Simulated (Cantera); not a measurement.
Charge: 1 mol Si, 0.93 mol Cl2, 2.8 mol H2, equilibrated at 302 °C and 26.0 bar.

Cantera equilibrium calculation (NASA polynomials, part measured and part estimated; ideal gas, pure solids and liquids). Candidate condensed phases: Si; 19 gas species. The numbers say what is thermodynamically allowed, not how fast it happens.

Question: What is the equilibrium state?

Answer: 
| Quantity | Value |
|---|---|
| x(H2) | 0.823 |
| x(SiHCl3) | 0.104 |
| x(SiCl4) | 0.0646 |
| x(SiH2Cl2) | 0.00777 |
| x(SiH3Cl) | 0.000110 |
| x(HCl) | 7.58e-6 |
| n(Si(s)) | 0.440 mol |
| gas amount | 3.170 mol |
